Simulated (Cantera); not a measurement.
An isothermal, constant-pressure homogeneous reactor starts with NO : N2 = 1 : 0.21 (molar parts), at 2198 K and 405 Torr.

Cantera simulation using GRI-Mech 3.0 (53 species, 325 reactions); the numbers are that mechanism's predictions, not measurements.

x: mole fraction; the columns are a selection and need not sum to one.

```json
[
 {"t (s)": "0.000800", "x NO": "0.823", "x NO2": "0.000213", "x N2O": "0.000327", "x O2": "0.00118", "x N2": "0.175", "x O": "0.000558"},
 {"t (s)": "0.00216", "x NO": "0.816", "x NO2": "0.000232", "x N2O": "0.000325", "x O2": "0.00442", "x N2": "0.178", "x O": "0.000603"},
 {"t (s)": "0.00581", "x NO": "0.798", "x NO2": "0.000269", "x N2O": "0.000306", "x O2": "0.0133", "x N2": "0.187", "x O": "0.000693"},
 {"t (s)": "0.0157", "x NO": "0.749", "x NO2": "0.000339", "x N2O": "…", "x O2": "0.0377", "x N2": "0.212", "x O": "0.000892"},
 {"t (s)": "0.0422", "x NO": "0.621", "x NO2": "0.000418", "x N2O": "…", "x O2": "0.102", "x N2": "0.276", "x O": "0.00127"},
 {"t (s)": "0.114", "x NO": "0.358", "x NO2": "0.000355", "x N2O": "…", "x O2": "0.233", "x N2": "0.407", "x O": "0.00181"},
 {"t (s)": "0.307", "x NO": "0.0977", "x NO2": "0.000120", "x N2O": "…", "x O2": "0.363", "x N2": "0.537", "x O": "0.00221"},
 {"t (s)": "0.826", "x NO": "0.0222", "x NO2": "2.87e-5", "x N2O": "…", "x O2": "0.400", "x N2": "0.575", "x O": "0.00231"},
 {"t (s)": "2.23", "x NO": "0.0151", "x NO2": "1.96e-5", "x N2O": "5.26e-7", "x O2": "0.404", "x N2": "0.579", "x O": "0.00232"},
 {"t (s)": "6.00", "x NO": "0.0150", "x NO2": "1.95e-5", "x N2O": "5.25e-7", "x O2": "0.404", "x N2": "0.579", "x O": "0.00232"}
]
```

Question: Fill in the missing entries.

Answer: 
- 0.0157, x N2O: 0.000262
- 0.0422, x N2O: 0.000170
- 0.114, x N2O: 5.25e-5
- 0.307, x N2O: 4.07e-6
- 0.826, x N2O: 6.23e-7
